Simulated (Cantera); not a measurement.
What does this Cantera script print?

```python
import numpy as np
import cantera as ct

gas_names = [...]  # 115 gases of nasa_gas.yaml made of C, Ca, H, O
cond_names = """
    C(gr) C6H6(L) C7H8(L) C8H18(L),n-octa Ca(a) Ca(b) Ca(L) CaCO3(caL) CaO(s) CaO(L) CaO2H2(s) H2O(s)
    H2O(L)
""".split()


# ... load() reads the species with a 1 bar reference pressure and builds the phases ...
atoms = {
    'Ca(OH)2': {'Ca': 1, 'O': 2, 'H': 2},
    'CO2': {'C': 1, 'O': 2},
    'H2O': {'H': 2, 'O': 1},
}
top_T = {'C(gr)': 4500}  # K; cautious upper limits of use, not melting points


# ... equilibrate(T, P, feed) seeds the gas with the atoms and calls Mixture.equilibrate('TP', solver="vcs", rtol=1e-11, max_steps=5000) ...
results = []
feed = {'Ca(OH)2': 1, 'CO2': 0.11, 'H2O': 0.058}  # mol
T = 1125  # K
P = 150000  # Pa
mix = equilibrate(T, P, feed)
results.append((T, P, feed, dict(zip(mix.species_names, mix.species_moles))))
x = sorted(zip(gas.X, gas.species_names), reverse=True)
print(f"T = {T:g} K  P = {P:g} Pa  gas = {mix.phase_moles(0):.4g} mol")
print("   x: " + "  ".join(f"{s} {v:.3e}" for v, s in x if v > 1e-06))
print("   condensed (mol): " + ("  ".join(f"{mix.phase(i).name} {mix.phase_moles(i):.4g}"
      for i in range(1, mix.n_phases) if mix.phase_moles(i) > 1e-12) or "none"))
```

Output:

```
T = 1125 K  P = 150000 Pa  gas = 1.168 mol
   x: H2O 9.058e-01  CO2 9.418e-02  H2 1.806e-06
   condensed (mol): CaO(s) 1
```

Method: chemical equilibrium by Gibbs-energy minimisation in Cantera with the NASA 1993 tables (ideal gas, pure condensed phases).
